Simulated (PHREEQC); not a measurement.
Solution (36 °C and 500 atm): 0.043 mol HF, 8.4e-05 mol NaF and 0.0037 mol (NH4)2SiF6 per kg of water. Closed to the air; pH follows from the charge balance.

Computed with PHREEQC (ion-association model, phreeqc.dat).

Precipitation was switched off in this run.

Q: Order these F species by the share of F that they hold, largest first: HF, F-, SiF6-2, HF2-.

A: HF (56 %), SiF6-2 (34 %), F- (8.4 %), HF2- (2.1 %)

The pH is 2.27 and the ionic strength 0.0173 mol/kgw. Complexes and solids missing from the database can't appear. Under pressure, the constants of complexes without a molar volume in the database are unreliable. Away from 25 °C the constants follow the database's enthalpies or fits; those with neither stay at their 25 °C values. SiF6-2 is the database's only silicon fluoride.
